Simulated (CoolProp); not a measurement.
The numbers come from the reference Helmholtz-energy equation of state, Thol 2018 in CoolProp.

For hydrogen chloride, give the phase and the expansivity (1/kK), fugacity coefficient at 84.25 °C and 3.78 MPa; 84.25 °C and 18.9 MPa.


- 84.25 °C and 3.78 MPa: gas; expansivity 4.34, fugacity coefficient 0.878
- 84.25 °C and 18.9 MPa: supercritical; expansivity 11.0, fugacity coefficient 0.488
